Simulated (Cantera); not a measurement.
# Equilibrium for iron carbonyl, mercury and lead vapours: PbO + CO + H2

Feed: 1 mol PbO, 0.038 mol CO, 1.6 mol H2.

Equilibrium computed with Cantera from the NASA thermochemical tables; the gas is ideal and each condensed phase is pure. Candidate condensed phases: C, C6H6, C7H8, C8H18, H2O, Pb, PbO, PbO2, Pb3O4; 113 gas species. Rates play no part.

Stable condensed phases:

```
T in K \ P in Pa
              10      32     100     320    1000    3200   10000   32000  100000  320000 1000000
   1548        A       A       A       A       A       A       A       B       B       B       B
   1448        A       A       A       A       A       A       B       B       B       B       B
   1348        A       A       A       A       A       B       B       B       B       B       B
   1248        A       A       A       A       B       B       B       B       B       B       B
   1148        A       A       B       B       B       B       B       B       B       B       B
   1048        A       B       B       B       B       B       B       B       B       B       B
    948        B       B       B       B       B       B       B       B       B       B       B
    848        B       B       B       B       B       B       B       B       B       B       B
    748        B       B       B       B       B       B       B       B       B       B       B
```

A: gas only; B: Pb.
